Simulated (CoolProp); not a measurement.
Vapour-liquid equilibrium of n-pentane (1) + benzene (2) at 423.4 K; x and y are mole fractions of (1).

Model: multi-fluid Helmholtz-energy mixture model, Thol 2019 and Thol 2012; pair parameters Bell 2016, in CoolProp.

Give the bubble pressure and the first vapour's composition at x = 0.05, 0.45, 0.85. Is there an azeotrope?

x = 0.05: 0.6606 MPa, y = 0.143; x = 0.45: 1.112 MPa, y = 0.644; x = 0.85: 1.467 MPa, y = 0.904. No azeotrope shows between x = 0.05 and 0.95.

Pair parameters are fitted to limited data, so mixtures are less certain than the pure fluids.
